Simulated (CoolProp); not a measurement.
Vapour-liquid equilibrium of n-perfluoropentane (1) + n-pentane (2) at 0.595 MPa; x and y are mole fractions of (1).

Model: multi-fluid Helmholtz-energy mixture model, Gao 2022 and Thol 2019; pair parameters Bell 2016, in CoolProp.

Question: Give the bubble temperature and the first vapour's composition at x = 0.35, 0.65, 0.8. Is there an azeotrope?

Answer: x = 0.35: 352.0 K, y = 0.480; x = 0.65: 351.6 K, y = 0.588; x = 0.8: 353.8 K, y = 0.700. y crosses x between x = 0.5 and 0.575: the model has an azeotrope there.

The pair parameters rest on a limited set of measurements; away from them the model extrapolates. With so large a gap from Raoult's law the liquid may split in two, which this calculation doesn't test in full.
